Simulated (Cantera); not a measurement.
Cantera run:

```python
import numpy as np
import cantera as ct

gas_names = """
    O O2 O3 S SO SO2 SO3 S2 S2O S8
""".split()
cond_names = """
    S(cr1) S(cr2) S(L)
""".split()


# ... load() reads the species with a 1 bar reference pressure and builds the phases ...
atoms = {
    'S': {'S': 1},
    'O2': {'O': 2},
}
top_T = {}  # K; cautious upper limits of use, not melting points


# ... equilibrate(T, P, feed) seeds the gas with the atoms and calls Mixture.equilibrate('TP', solver="vcs", rtol=1e-11, max_steps=5000) ...
results = []
feed = {'S': 1, 'O2': 0.035}  # mol
T = 2998  # K
for P in [10, 200, 3900, 77000, 1500000, 30000000]:
    mix = equilibrate(T, P, feed)
    results.append((T, P, feed, dict(zip(mix.species_names, mix.species_moles))))
    x = sorted(zip(gas.X, gas.species_names), reverse=True)
    print(f"T = {T:g} K  P = {P:g} Pa  gas = {mix.phase_moles(0):.4g} mol")
    print("   x: " + "  ".join(f"{s} {v:.3e}" for v, s in x if v > 1e-05))
    print("   condensed (mol): " + ("  ".join(f"{mix.phase(i).name} {mix.phase_moles(i):.4g}"
          for i in range(1, mix.n_phases) if mix.phase_moles(i) > 1e-12) or "none"))
```

Result:

```
T = 2998 K  P = 10 Pa  gas = 1.064 mol
   x: S 9.329e-01  O 6.175e-02  SO 3.954e-03  S2 1.376e-03  O2 3.016e-05
   condensed (mol): none
T = 2998 K  P = 200 Pa  gas = 1.005 mol
   x: S 9.049e-01  SO 3.805e-02  O 3.063e-02  S2 2.590e-02  SO2 3.346e-04  O2 1.484e-04  S2O 1.031e-05
   condensed (mol): none
T = 2998 K  P = 3900 Pa  gas = 0.795 mol
   x: S 6.519e-01  S2 2.621e-01  SO 7.908e-02  O 4.531e-03  SO2 2.006e-03  S2O 3.009e-04  O2 6.333e-05
   condensed (mol): none
T = 2998 K  P = 77000 Pa  gas = 0.602 mol
   x: S2 6.594e-01  S 2.327e-01  SO 9.621e-02  SO2 8.318e-03  S2O 2.580e-03  O 7.822e-04  O2 3.726e-05
   condensed (mol): none
T = 2998 K  P = 1.5e+06 Pa  gas = 0.5427 mol
   x: S2 8.326e-01  SO 7.688e-02  S 5.925e-02  SO2 2.086e-02  S2O 1.022e-02  O 1.260e-04  O2 1.884e-05
   condensed (mol): none
T = 2998 K  P = 3e+07 Pa  gas = 0.5233 mol
   x: S2 8.834e-01  SO 4.479e-02  SO2 3.075e-02  S2O 2.744e-02  S 1.365e-02  O 1.594e-05
   condensed (mol): none
```

Cantera equilibrium calculation (NASA polynomials, part measured and part estimated; ideal gas, pure solids and liquids). The ideal-gas law is rough above about 30 bar.
